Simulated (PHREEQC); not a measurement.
0.2 g of hydrous ferric oxide (600 m²/g; 0.2 weak and 0.005 strong sites per Fe, Dzombak-Morel constants, diffuse double layer) in 1 kg of water with 0.1 mol/kgw of an inert sodium salt, at 25 °C; the pH is set by adding NaOH or the inert anion's acid. Oxygen is held at 0.21 atm. No CO2 enters from the air. Nothing may precipitate in this run.

Base run: PHREEQC, ion-association model, wateq4f.dat. Each further column changes one thing. The table gives surface charge σ (C/m²).

```tsv
pH	base	background salt from 0.1 to 0.01 mol/kgw	oxide from 0.2 to 1 g/kgw	0.00031 mol/kgw PbCl2 added
4	0.321	0.216	0.321	0.322
4.5	0.273	0.160	0.273	0.275
5	0.215	0.113	0.215	0.222
5.5	0.159	0.077	0.159	0.186
6	0.111	0.050	0.111	0.175
6.5	0.074	0.030	0.074	0.171
7.5	0.022	0.008	0.022	0.142
8	0.004	0.001	0.004	0.125
8.5	-0.014	-0.005	-0.014	0.110
9	-0.034	-0.013	-0.034	0.092
9.5	-0.060	-0.024	-0.060	0.068
10	-0.094	-0.040	-0.094	0.045
```

 In at least one series the solution becomes supersaturated in solids that the run did not let form, among them Pb(OH)2.
